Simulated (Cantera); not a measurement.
Input: 1 mol Si₂H₆, 0.36 mol O₂, equilibrated at 0.00133 bar.

Cantera equilibrium calculation (NASA polynomials, part measured and part estimated; ideal gas, pure solids and liquids). Candidate condensed phases: H₂O, Si, SiO₂; 18 gas species. The feed counts by its element totals alone. Mutual solubility and eutectic melting of coexisting phases are not modelled. The tables hold silica as quartz up to 1696 K and as liquid above; real silica turns to tridymite and cristobalite and melts near 1996 K. Gases not in the tables: Si₂H₆ and higher silanes. Rates play no part.

Task: Which condensed phases are stable at each of these points (T (°C)): 1077, 1177, 1277, 1377, 1477, 1577, 1677, 1777?

Result: 
| T (°C) | condensed phases | Si condensed (%) |
|---|---|---|
| 1077 | Si(s) + SiO₂(β-quartz) | 97.2 |
| 1177 | Si(s) + SiO₂(β-quartz) | 73.2 |
| 1277 | Si(s) | 64.0 |
| 1377 | Si(s) | 64.0 |
| 1477 | Si(l) | 63.8 |
| 1577 | Si(l) | 63.0 |
| 1677 | Si(l) | 60.4 |
| 1777 | Si(l) | 51.6 |

From 1077 °C to 1177 °C the condensed part is Si(s) + SiO₂(β-quartz). From 1277 °C to 1377 °C the condensed part is Si(s). From 1477 °C to 1777 °C the condensed part is Si(l).
